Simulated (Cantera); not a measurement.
Input: 1 mol Si2H6, 150 mol H2, held at 1200 Torr.

Method: chemical equilibrium by Gibbs-energy minimisation in Cantera with the NASA 1993 tables (ideal gas, pure condensed phases). Candidate condensed phases: Si; 9 gas species. The feed counts by its element totals alone. Gases not in the tables: Si2H6 and higher silanes. Kinetics and transport are ignored.

Task: Which condensed phases are stable at each of these points (T (K)): 1148, 1198, 1248, 1298, 1348, 1398, 1448, 1498, 1548, 1598, 1648, 1698?

Result: 
| T (K) | condensed phases | Si condensed (%) |
|---|---|---|
| 1148 | Si(s) | 100.0 |
| 1198 | Si(s) | 100.0 |
| 1248 | Si(s) | 100.0 |
| 1298 | Si(s) | 100.0 |
| 1348 | Si(s) | 100.0 |
| 1398 | Si(s) | 100.0 |
| 1448 | Si(s) | 100.0 |
| 1498 | Si(s) | 100.0 |
| 1548 | Si(s) | 100.0 |
| 1598 | Si(s) | 99.9 |
| 1648 | Si(s) | 99.9 |
| 1698 | Si(l) | 99.9 |

From 1148 K to 1648 K the condensed part is Si(s). At 1698 K the condensed part is Si(l).
